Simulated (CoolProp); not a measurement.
Vapour-liquid equilibrium of C3F8 (R218) (1) + R134a (2) at 14.55 °C; x and y are mole fractions of (1).

Values from CoolProp's multi-fluid Helmholtz-energy mixture model, Lemmon 2006 and Tillner-Roth 1994; pair parameters Bell 2016.

| x | bubble pressure, mixture model (bar) | bubble pressure, Raoult's law (bar) | y, mixture model | y, Raoult's law |
|---|---|---|---|---|
| 0.05 | 5.456 | 4.897 | ? | 0.066 |
| 0.2 | ? | 5.146 | 0.366 | 0.252 |
| 0.35 | 7.270 | 5.396 | 0.478 | 0.420 |
| 0.5 | ? | 5.646 | 0.559 | 0.574 |
| 0.65 | 7.629 | 5.895 | ? | 0.714 |
| 0.8 | 7.449 | 6.145 | 0.744 | 0.843 |
| 0.95 | ? | 6.394 | ? | 0.962 |

What belongs in the gaps?


- 0.05, y, mixture model: 0.144
- 0.2, bubble pressure, mixture model (bar): 6.673
- 0.5, bubble pressure, mixture model (bar): 7.556
- 0.65, y, mixture model: 0.640
- 0.95, bubble pressure, mixture model (bar): 6.837
- 0.95, y, mixture model: 0.913

The largest gap from Raoult's law is +34.7 % in bubble pressure, at x = 0.35. y crosses x between x = 0.5 and 0.65: the model has an azeotrope there.

The pair parameters rest on a limited set of measurements; away from them the model extrapolates.
